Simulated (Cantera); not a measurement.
## PbO + CO + H₂ (iron carbonyl, mercury and lead vapours)

Charge: 1 mol PbO, 0.25 mol CO, 100 mol H₂, equilibrated at 580 Pa.

Equilibrium computed with Cantera from the NASA thermochemical tables; the gas is ideal and each condensed phase is pure. Candidate condensed phases: C, C₆H₆, C₇H₈, C₈H₁₈, H₂O, Pb, PbO, PbO₂, Pb₃O₄; 113 gas species. Kinetics and transport are ignored.

| T (K) | log p H₂ | log p H₂O | log p Pb | log p CO | log p H | n Pb(l) |
|---|---|---|---|---|---|---|
| 773 | -2.24 | -4.22 | -7.64 | -4.97 | -13.16 | 1.000 |
| 848 | -2.24 | -4.24 | -6.52 | -4.86 | -11.84 | 0.995 |
| 923 | -2.24 | -4.24 | -5.60 | -4.85 | -10.73 | 0.956 |
| 998 | -2.24 | -4.24 | -4.81 | -4.85 | -9.79 | 0.732 |
| 1073 | -2.25 | -4.24 | -4.24 | -4.85 | -8.98 | 0 |
| 1148 | -2.25 | -4.24 | -4.24 | -4.85 | -8.27 | 0 |
| 1223 | -2.25 | -4.24 | -4.24 | -4.85 | -7.65 | 0 |
| 1298 | -2.25 | -4.24 | -4.24 | -4.85 | -7.09 | 0 |
| 1373 | -2.25 | -4.24 | -4.24 | -4.85 | -6.60 | 0 |
| 1448 | -2.25 | -4.24 | -4.24 | -4.85 | -6.16 | 0 |
| 1523 | -2.25 | -4.24 | -4.24 | -4.85 | -5.76 | 0 |
| 1598 | -2.25 | -4.24 | -4.24 | -4.85 | -5.40 | 0 |
log p: log10 of the partial pressure in bar; n: condensed amount in mol.

From 773 K to 998 K the condensed part is Pb(l). From 1073 K to 1598 K nothing is condensed. The main Pb-bearing gas is Pb throughout.
